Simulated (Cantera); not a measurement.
A jet of H2 : O2 : N2 = 0.014 : 0.1 : 0.79 (molar parts), equivalence ratio 0.070 at 300 K and 0.237 atm hits a platinum plate 5.4 cm away at a mass flux of 0.052 kg/m²/s; the plate temperature is set and raised in steps from an oxygen-covered start.

Cantera simulation using Deutschmann's 1995 Pt surface mechanism with GRI-Mech 3.0 gas chemistry; the numbers are that mechanism's predictions, not measurements. Catalytic surfaces can have several steady states; this one follows from the mechanism file's or the stated starting coverage.

x: mole fraction at the wall; θ: surface coverage.

```json
[
 {"plate T (K)": "500", "wall x H2": "0.00129", "wall x O2": "0.0953", "wall x H2O": "0.0281", "wall x OH": "<1e-8", "θ free Pt": "0.0198", "θ O*": "0.966", "θ OH*": "0.0146"},
 {"plate T (K)": "550", "wall x H2": "0.00128", "wall x O2": "0.0953", "wall x H2O": "0.0279", "wall x OH": "<1e-8", "θ free Pt": "0.0209", "θ O*": "0.971", "θ OH*": "0.00836"},
 {"plate T (K)": "600", "wall x H2": "0.00128", "wall x O2": "0.0954", "wall x H2O": "0.0277", "wall x OH": "<1e-8", "θ free Pt": "0.0220", "θ O*": "0.973", "θ OH*": "0.00521"},
 {"plate T (K)": "650", "wall x H2": "0.00125", "wall x O2": "0.0954", "wall x H2O": "0.0275", "wall x OH": "<1e-8", "θ free Pt": "0.0236", "θ O*": "0.973", "θ OH*": "0.00351"},
 {"plate T (K)": "700", "wall x H2": "(withheld)", "wall x O2": "0.0953", "wall x H2O": "0.0276", "wall x OH": "<1e-8", "θ free Pt": "0.0279", "θ O*": "0.969", "θ OH*": "0.00265"},
 {"plate T (K)": "750", "wall x H2": "(withheld)", "wall x O2": "0.0950", "wall x H2O": "0.0281", "wall x OH": "<1e-8", "θ free Pt": "0.0415", "θ O*": "0.956", "θ OH*": "0.00233"},
 {"plate T (K)": "800", "wall x H2": "(withheld)", "wall x O2": "0.0947", "wall x H2O": "0.0285", "wall x OH": "<1e-8", "θ free Pt": "0.0689", "θ O*": "0.929", "θ OH*": "0.00224"}
]
```

Problem. Fill in the missing entries.

Solution. 
- 700, wall x H2: 0.00111
- 750, wall x H2: 0.000793
- 800, wall x H2: 0.000503
